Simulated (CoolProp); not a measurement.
Vapour-liquid equilibrium of o-xylene (1) + n-undecane (2) at 7.59 kPa; x and y are mole fractions of (1).

Model: multi-fluid Helmholtz-energy mixture model, Zhou 2012 and Aleksandrov 2011; pair parameters Bell 2016, in CoolProp.

```tsv
x	bubble temperature, mixture model (K)	bubble temperature, Raoult's law (K)	y, mixture model	y, Raoult's law
0.05	…	381.0	…	0.227
0.15	…	372.7	0.504	0.515
0.25	366.4	366.1	0.676	0.681
0.35	360.9	360.8	0.782	0.784
0.45	356.4	356.4	0.852	0.852
0.55	352.6	352.6	0.900	0.900
0.65	349.3	349.4	0.934	0.934
0.75	346.5	346.5	0.959	0.959
0.85	344.0	344.0	0.978	0.979
0.95	341.7	341.7	0.993	0.994
```

Q: What belongs in the gaps?

A: 
- 0.05, bubble temperature, mixture model (K): 381.3
- 0.05, y, mixture model: 0.216
- 0.15, bubble temperature, mixture model (K): 373.1

The largest gap from Raoult's law is +0.4 K in bubble temperature, at x = 0.15. No azeotrope shows between x = 0.05 and 0.95.

Pair parameters are fitted to limited data, so mixtures are less certain than the pure fluids.
